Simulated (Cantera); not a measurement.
An isothermal, constant-pressure homogeneous reactor starts with 2.44 % H₂, 97.6 % O₂, at 1048 K and 0.0132 atm.

Cantera simulation using the H2/O2 subset of GRI-Mech 3.0, which has no nitrogen chemistry; the numbers are that mechanism's predictions, not measurements. Radical loss at walls, strong at low pressure, is not modelled.

x: mole fraction; the columns are a selection and need not sum to one.

```json
[
 {"t (s)": "0.000400", "x H₂": "0.0244", "x O₂": "0.976", "x H₂O₂": "<1e-12", "x HO₂": "3.26e-10", "x OH": "2.36e-10", "x H₂O": "2.10e-10", "x H": "1.85e-10"},
 {"t (s)": "0.000795", "x H₂": "0.0244", "x O₂": "0.976", "x H₂O₂": "<1e-12", "x HO₂": "6.57e-10", "x OH": "8.32e-10", "x H₂O": "1.30e-9", "x H": "5.33e-10"},
 {"t (s)": "0.00158", "x H₂": "0.0244", "x O₂": "0.976", "x H₂O₂": "<1e-12", "x HO₂": "1.40e-9", "x OH": "5.91e-9", "x H₂O": "1.30e-8", "x H": "3.50e-9"},
 {"t (s)": "0.00314", "x H₂": "0.0244", "x O₂": "0.976", "x H₂O₂": "2.67e-12", "x HO₂": "7.48e-9", "x OH": "2.26e-7", "x H₂O": "5.46e-7", "x H": "1.32e-7"},
 {"t (s)": "0.00624", "x H₂": "0.0235", "x O₂": "0.975", "x H₂O₂": "4.63e-9", "x HO₂": "2.75e-6", "x OH": "0.000266", "x H₂O": "0.000680", "x H": "0.000171"},
 {"t (s)": "0.0124", "x H₂": "0.000657", "x O₂": "0.960", "x H₂O₂": "8.70e-8", "x HO₂": "4.08e-6", "x OH": "0.00142", "x H₂O": "0.0213", "x H": "0.00346"},
 {"t (s)": "0.0246", "x H₂": "0.000191", "x O₂": "0.964", "x H₂O₂": "4.66e-8", "x HO₂": "3.19e-6", "x OH": "0.000871", "x H₂O": "0.0231", "x H": "0.00165"},
 {"t (s)": "0.0490", "x H₂": "0.000109", "x O₂": "0.969", "x H₂O₂": "4.62e-8", "x HO₂": "2.63e-6", "x OH": "0.000654", "x H₂O": "0.0238", "x H": "0.000713"},
 {"t (s)": "0.0974", "x H₂": "4.78e-5", "x O₂": "0.972", "x H₂O₂": "4.47e-8", "x HO₂": "1.89e-6", "x OH": "0.000431", "x H₂O": "0.0243", "x H": "0.000208"},
 {"t (s)": "0.194", "x H₂": "1.64e-5", "x O₂": "0.974", "x H₂O₂": "4.00e-8", "x HO₂": "1.14e-6", "x OH": "0.000253", "x H₂O": "0.0245", "x H": "4.24e-5"},
 {"t (s)": "0.385", "x H₂": "(withheld)", "x O₂": "0.975", "x H₂O₂": "(withheld)", "x HO₂": "(withheld)", "x OH": "(withheld)", "x H₂O": "0.0246", "x H": "(withheld)"},
 {"t (s)": "0.764", "x H₂": "(withheld)", "x O₂": "0.975", "x H₂O₂": "(withheld)", "x HO₂": "(withheld)", "x OH": "(withheld)", "x H₂O": "0.0247", "x H": "(withheld)"},
 {"t (s)": "1.52", "x H₂": "3.78e-7", "x O₂": "0.975", "x H₂O₂": "1.27e-8", "x HO₂": "1.01e-7", "x OH": "4.04e-5", "x H₂O": "0.0247", "x H": "1.71e-7"},
 {"t (s)": "3.02", "x H₂": "1.17e-7", "x O₂": "0.975", "x H₂O₂": "6.69e-9", "x HO₂": "3.92e-8", "x OH": "2.28e-5", "x H₂O": "0.0247", "x H": "3.06e-8"},
 {"t (s)": "6.00", "x H₂": "3.95e-8", "x O₂": "0.975", "x H₂O₂": "3.32e-9", "x HO₂": "1.54e-8", "x OH": "1.35e-5", "x H₂O": "0.0247", "x H": "6.28e-9"}
]
```

### Question
What belongs in the gaps?

### Answer

- 0.385, x H₂: 4.79e-6
- 0.385, x H₂O₂: 3.16e-8
- 0.385, x HO₂: 5.79e-7
- 0.385, x OH: 0.000138
- 0.385, x H: 6.96e-6
- 0.764, x H₂: 1.33e-6
- 0.764, x H₂O₂: 2.15e-8
- 0.764, x HO₂: 2.54e-7
- 0.764, x OH: 7.42e-5
- 0.764, x H: 1.07e-6
